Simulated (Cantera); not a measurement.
## Hydrocarbon pyrolysis for carbon deposition

An isothermal, constant-pressure homogeneous reactor starts with 4.00 % C2H6, 96.0 % H2, at 1175 K and 0.200 bar.

Detailed kinetics in Cantera: GRI-Mech 3.0 (53 species, 325 reactions). GRI-Mech 3.0 stops at C3 and has no aromatics, soot or wall deposition, so with more carbon than oxygen in the feed, carbon stays in small species such as C2H2 where larger ones or solid carbon would form.

```csv
t (s),x C2H6,x H2,x C2H,x C2H4,x CH4
6.00e-6,0.0400,0.960,<1e-12,5.85e-10,2.80e-8
3.16e-5,0.0400,0.960,<1e-12,1.32e-7,5.00e-7
0.000167,0.0400,0.960,<1e-12,8.61e-6,4.30e-6
0.000880,0.0397,0.960,<1e-12,0.000274,4.43e-5
0.00464,0.0344,0.960,<1e-12,0.00474,0.00130
0.0245,0.0135,0.957,<1e-12,0.0216,0.00754
0.129,0.00147,0.955,1.29e-12,0.0294,0.0125
0.681,0.000912,0.953,2.89e-12,0.0248,0.0170
3.59,0.000653,0.946,2.85e-12,0.0178,0.0294
19.0,0.000364,0.935,<1e-12,0.00996,0.0517
100,0.000111,0.925,<1e-12,0.00308,0.0713
```
x: mole fraction; the columns are a selection and need not sum to one.

Equilibrium at this temperature and pressure: C2H6 4.54e-6, H2 0.920, C2H <1e-12, C2H4 0.000120, CH4 0.0797 (gas phase only).
